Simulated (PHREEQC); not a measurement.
30 mol of Arcanite (K2SO4) is brought to equilibrium with 1 kg of water, at 75 °C and several pressures. CO2 from the air is kept out. The run lets Arcanite, Misenite precipitate or redissolve, and no other solid.

Base run: PHREEQC, Pitzer model, pitzer.dat. Each further column changes one thing. The table gives dissolved K (mol/kgw).

```csv
P (atm),base,temperature from 75 to 25 °C,temperature from 75 to 10 °C
1,2.12,[?],0.986
50,2.15,1.29,[?]
100,2.17,1.32,1.04
200,2.21,[?],[?]
300,2.25,[?],1.10
400,2.30,[?],1.12
500,2.34,1.43,1.12
600,2.38,1.44,1.12
800,2.47,1.44,[?]
1000,2.56,1.43,1.04
```

Task: Some entries are withheld; supply them.

Result: 
- 1, temperature from 75 to 25 °C: 1.27
- 50, temperature from 75 to 10 °C: 1.01
- 200, temperature from 75 to 25 °C: 1.36
- 200, temperature from 75 to 10 °C: 1.08
- 300, temperature from 75 to 25 °C: 1.39
- 400, temperature from 75 to 25 °C: 1.41
- 800, temperature from 75 to 10 °C: 1.09

At this temperature some constants are extrapolated from 25 °C, and those without enthalpy data are left unchanged.
